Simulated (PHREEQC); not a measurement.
A column of 0.5 m (30 cells, dispersivity 0.025 m, 300 s a shift, diffusion coefficient 3e-10 m²/s) holds 0.21 eq of the database's cation exchanger X per kg of pore water, first in equilibrium with 0.00036 mol/kgw ZnSO4, 0.033 mol/kgw MgSO4 and 1e-05 mol/kgw HCl. It is flushed with 0.9 mmol/kgw CdCl2, 73 mmol/kgw ZnSO4 and 0.01 mmol/kgw HCl, at 15 °C. Values are for the last cell. The system is closed to CO2. No solid was allowed to form.

The series has 31 steps of pore volumes, from 0 to 5.017.

The numbers come from PHREEQC with the ion-association model, phreeqc.dat.

### Question
After how many pore volumes does Cd at the outlet first reach half of its feed value?

### Answer
By 2.2 pore volumes.
